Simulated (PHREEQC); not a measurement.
## Copper plating or etch bath: speciation

Solution (25 °C): 0.016 mol/kgw CuSO4, 0.0057 mol/kgw HBF4 and 0.00064 mol/kgw H3BO3. Closed to the air; pH follows from the charge balance.

Equilibrium calculation in PHREEQC: ion-association model, phreeqc.dat.

This is a speciation only: nothing precipitates in the calculation.

**Question.** Predict the pH, ionic strength.

**Answer.** pH 2.47; ionic strength 0.0466 mol/kgw.

**Question.** In which forms is B present?

**Answer.** BF4- 65 %, H3BO3 26 %, BF3OH- 6.5 %, BF2(OH)2- 2.4 % of the B.

Real BF4- forms and hydrolyses slowly; the run takes it at equilibrium.
